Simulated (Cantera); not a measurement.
Feed: 1 mol Si, 0.046 mol O2, 210 mol H2, 0.13 mol N2O, equilibrated at 0.00120 bar.

These are equilibrium values from Cantera (NASA tables, ideal gas, pure condensed phases), not measurements of a reactor. Candidate condensed phases: H2O, Si, SiO2, Si2N2O, Si3N4; 35 gas species. Gases not in the tables: Si2H6 and higher silanes. The numbers say what is thermodynamically allowed, not how fast it happens.

### Question
At 1698 K, list the 7 most abundant gas species with their mole fractions, and the condensed phases.

### Answer
H2 0.994, H 0.00416, SiO 0.00105, N2 0.000616, Si 0.000547, SiH 2.94e-5, SiH2 1.39e-5. Condensed: Si(l).
